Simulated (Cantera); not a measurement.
Feed: 1 mol trisilylamine, 6.6 mol N2, at 1648 K and 14.0 Pa.

Cantera equilibrium calculation (NASA polynomials, part measured and part estimated; ideal gas, pure solids and liquids). Candidate condensed phases: Si, Si3N4; 18 gas species. The feed counts by its element totals alone. The tables' values for SiN are old estimates; treat these amounts as uncertain. Rates play no part.

Task: What is the equilibrium state?

Result: 
- x(N2): 0.609
- x(H2): 0.384
- x(H): 0.00466
- x(Si): 0.00184
- x(SiH): 2.48e-5
- x(Si2N): 2.16e-5
- x(SiN): 1.23e-5
- x(Si2): 6.13e-6
- x(SiH2): 3.25e-6
- n(Si(s)): 2.98 mol
- gas amount: 11.65 mol
